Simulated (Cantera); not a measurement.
# Dilute partial oxidation

An isothermal, constant-pressure homogeneous reactor starts with 2.52 % CH2O, 0.349 % O2, 96.9 % N2, 0.213 % H2O, at 1025 K and 16.8 atm.

Detailed kinetics in Cantera: GRI-Mech 3.0 (53 species, 325 reactions). The pressure lies above the range GRI-Mech 3.0 was tuned for (to about 10 atm).

```csv
t (s),x CH2O,x O2,x CH2CO,x CH2,x HO2
4.00e-6,0.0252,0.00349,<1e-12,<1e-12,4.03e-8
1.35e-5,0.0252,0.00349,<1e-12,<1e-12,1.39e-7
4.56e-5,0.0252,0.00349,<1e-12,<1e-12,5.10e-7
0.000154,0.0252,0.00347,<1e-12,<1e-12,3.51e-6
0.000520,0.0225,0.00242,6.65e-10,3.27e-11,6.27e-5
0.00175,2.66e-7,3.12e-5,2.84e-7,8.80e-12,4.26e-7
0.00592,4.92e-8,1.80e-5,8.39e-8,<1e-12,6.82e-8
0.0200,2.02e-8,1.27e-5,4.44e-8,<1e-12,3.21e-8
0.0675,7.00e-9,5.23e-6,9.23e-9,<1e-12,9.68e-9
0.228,4.40e-9,1.16e-6,7.09e-10,<1e-12,8.68e-10
0.770,4.09e-9,2.51e-7,6.62e-11,<1e-12,5.15e-11
2.60,4.04e-9,6.32e-8,1.22e-11,<1e-12,3.60e-12
8.77,4.03e-9,1.59e-8,4.82e-12,<1e-12,<1e-12
29.6,4.03e-9,2.51e-9,3.47e-12,<1e-12,<1e-12
100,4.03e-9,4.62e-11,3.27e-12,<1e-12,<1e-12
```
x: mole fraction; the columns are a selection and need not sum to one.

Equilibrium at this temperature and pressure: CH2O 3.92e-9, O2 <1e-12, CH2CO 1.73e-11, CH2 <1e-12, HO2 <1e-12 (gas phase only).
